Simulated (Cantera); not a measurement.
Charge: 1 mol FeS2, 8.1 mol H2, 0.056 mol H2O, equilibrated at 0.000200 bar.

These are equilibrium values from Cantera (NASA tables, ideal gas, pure condensed phases), not measurements of a reactor. Candidate condensed phases: Fe, FeO, Fe(OH)2, Fe(OH)3, FeS, FeSO4, FeS2, Fe2O3, Fe2(SO4)3, Fe3O4, H2O, H2SO4, S; 22 gas species. FeS: taken at fixed stoichiometry. Gases not in the tables: S3 to S7. Kinetics and transport are ignored. All values below are at 950 °C.

Base state: H2 0.911, H2S 0.0458, S2 0.0358, H2O 0.00662, SH 0.000758, H 2.03e-5, S 1.06e-5 (mole fractions); condensed: FeS(s).

Question: What changes in the equilibrium state with this change: H2 from 8.1 to 53 mol?

Answer: 
```tsv
species	before	after
H2	0.911	0.983
H2S	0.0458	0.0134
S2	0.0358	0.00261
H2O	0.00662	0.00105
S	1.06e-5	2.87e-6
SH	0.000758	0.000213
H	2.03e-5	2.11e-5
FeS(s), mol	1.00	1.000
```
